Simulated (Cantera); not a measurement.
Charge: 1 mol Si, 2.2 mol NF3, 0.51 mol N2, equilibrated at 1.00 bar.

Method: chemical equilibrium by Gibbs-energy minimisation in Cantera with the NASA 1993 tables (ideal gas, pure condensed phases). Candidate condensed phases: Si, Si3N4; 16 gas species. Rates play no part. All values below are at 727 °C.

Base state: N2 0.398, F2 0.259, SiF4 0.258, F 0.0500, NF3 0.0340 (mole fractions); condensed: gas only.

Q: What changes in the equilibrium state with this change: 0.095 mol Cl2 added?

A: 
```csv
species,before,after
N2,0.398,0.390
SiF4,0.258,0.251
F2,0.259,0.235
ClF,0,0.0473
NF3,0.0340,0.0290
F,0.0500,0.0476
ClF3,0,0.000367
```
